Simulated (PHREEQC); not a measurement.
## Acid rinse or clean

Solution (90 °C): 3 mmol/kgw HF. Closed to the air; pH follows from the charge balance.

Equilibrium calculation in PHREEQC: ion-association model, wateq4f.dat.

```
Property                    Result
----------------  ----------------
pH                            3.19
ionic strength    0.000674 mol/kgw
total alkalinity      -3.00 meq/kg
```

```tsv
species	molality	activity	log γ
HF	0.00232	0.00232	0.000
H+	0.000674	0.000653	-0.014
F-	0.000668	0.000646	-0.015
HF2-	6.40e-6	6.19e-6	-0.015
H2F2	1.04e-6	1.04e-6	0.000
```

This is a speciation only: nothing precipitates in the calculation. At this temperature some constants are extrapolated from 25 °C, and those without enthalpy data are left unchanged.
